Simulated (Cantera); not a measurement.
An isothermal, constant-pressure homogeneous reactor starts with 13.8 % H₂, 86.2 % O₂, at 900 K and 10.00 Torr.

Computed with Cantera and GRI-Mech 3.0 (53 species, 325 reactions). Radical loss at walls, strong at low pressure, is not modelled. Below about 950 K walls govern HO2 and H2O2 in real vessels. The temperature is held fixed by assumption; the heat of reaction is taken as removed at once.

x: mole fraction; the columns are a selection and need not sum to one.

```json
[
 {"t (s)": "2.00e-5", "x H₂": "0.138", "x O₂": "0.862", "x OH": "<1e-12", "x HO₂": "1.10e-12", "x H₂O": "<1e-12", "x O": "<1e-12", "x H": "1.07e-12"},
 {"t (s)": "4.55e-5", "x H₂": "0.138", "x O₂": "0.862", "x OH": "<1e-12", "x HO₂": "2.51e-12", "x H₂O": "<1e-12", "x O": "<1e-12", "x H": "2.38e-12"},
 {"t (s)": "0.000104", "x H₂": "0.138", "x O₂": "0.862", "x OH": "<1e-12", "x HO₂": "5.74e-12", "x H₂O": "<1e-12", "x O": "<1e-12", "x H": "5.32e-12"},
 {"t (s)": "0.000236", "x H₂": "0.138", "x O₂": "0.862", "x OH": "1.70e-12", "x HO₂": "1.32e-11", "x H₂O": "3.61e-12", "x O": "3.67e-12", "x H": "1.27e-11"},
 {"t (s)": "0.000537", "x H₂": "0.138", "x O₂": "0.862", "x OH": "6.62e-12", "x HO₂": "3.07e-11", "x H₂O": "2.97e-11", "x O": "1.84e-11", "x H": "3.97e-11"},
 {"t (s)": "0.00122", "x H₂": "0.138", "x O₂": "0.862", "x OH": "5.03e-11", "x HO₂": "8.00e-11", "x H₂O": "3.75e-10", "x O": "1.55e-10", "x H": "2.74e-10"},
 {"t (s)": "0.00278", "x H₂": "0.138", "x O₂": "0.862", "x OH": "[?]", "x HO₂": "9.71e-10", "x H₂O": "2.51e-8", "x O": "9.00e-9", "x H": "1.54e-8"},
 {"t (s)": "0.00632", "x H₂": "0.138", "x O₂": "0.862", "x OH": "[?]", "x HO₂": "4.70e-6", "x H₂O": "0.000227", "x O": "7.96e-5", "x H": "0.000137"},
 {"t (s)": "0.0144", "x H₂": "0.00746", "x O₂": "0.836", "x OH": "[?]", "x HO₂": "1.82e-5", "x H₂O": "0.128", "x O": "0.00929", "x H": "0.0162"},
 {"t (s)": "0.0328", "x H₂": "0.000954", "x O₂": "0.851", "x OH": "[?]", "x HO₂": "1.10e-5", "x H₂O": "0.147", "x O": "0.000987", "x H": "0.000284"},
 {"t (s)": "0.0746", "x H₂": "0.000234", "x O₂": "0.852", "x OH": "[?]", "x HO₂": "4.40e-6", "x H₂O": "0.148", "x O": "0.000164", "x H": "1.51e-5"},
 {"t (s)": "0.170", "x H₂": "6.54e-5", "x O₂": "0.852", "x OH": "[?]", "x HO₂": "1.66e-6", "x H₂O": "0.148", "x O": "3.74e-5", "x H": "1.61e-6"},
 {"t (s)": "0.386", "x H₂": "1.63e-5", "x O₂": "0.852", "x OH": "[?]", "x HO₂": "5.50e-7", "x H₂O": "0.148", "x O": "9.26e-6", "x H": "2.04e-7"},
 {"t (s)": "0.879", "x H₂": "3.31e-6", "x O₂": "0.852", "x OH": "[?]", "x HO₂": "1.59e-7", "x H₂O": "0.148", "x O": "2.33e-6", "x H": "2.61e-8"},
 {"t (s)": "2.00", "x H₂": "5.33e-7", "x O₂": "0.852", "x OH": "[?]", "x HO₂": "4.45e-8", "x H₂O": "0.148", "x O": "6.23e-7", "x H": "3.54e-9"}
]
```

Question: What belongs in the gaps?

Answer: 
- 0.00278, x OH: 2.87e-9
- 0.00632, x OH: 2.59e-5
- 0.0144, x OH: 0.00241
- 0.0328, x OH: 0.000404
- 0.0746, x OH: 0.000126
- 0.170, x OH: 5.76e-5
- 0.386, x OH: 2.95e-5
- 0.879, x OH: 1.53e-5
- 2.00, x OH: 8.09e-6
